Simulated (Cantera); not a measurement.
A closed system holds: 1 mol SiH₄, 5.1 mol NH₃, 1.5 mol H₂, held at 898 K and 100 Torr.

Cantera equilibrium calculation (NASA polynomials, part measured and part estimated; ideal gas, pure solids and liquids). Candidate condensed phases: Si, Si₃N₄; 18 gas species. Kinetics and transport are ignored.

Base state: H₂ 0.855, N₂ 0.144, NH₃ 4.94e-5 (mole fractions); condensed: Si₃N₄(s).

Question: What changes in the equilibrium state with this change: NH₃ from 5.1 to 0.99 mol?

Answer: 
```tsv
species	before	after
H₂	0.855	1.00
N₂	0.144	<1e-9
NH₃	4.94e-5	<1e-9
Si₃N₄(s), mol	0.333	0.247
Si(s), mol	0	0.258
```

Question: What changes in the equilibrium state with this change: NH₃ from 5.1 to 1.6 mol?

Answer: 
```json
[
 {"species": "H₂", "before": "0.855", "after": "0.978"},
 {"species": "N₂", "before": "0.144", "after": "0.0221"},
 {"species": "NH₃", "before": "4.94e-5", "after": "2.36e-5"},
 {"species": "Si₃N₄(s), mol", "before": "0.333", "after": "0.333"}
]
```
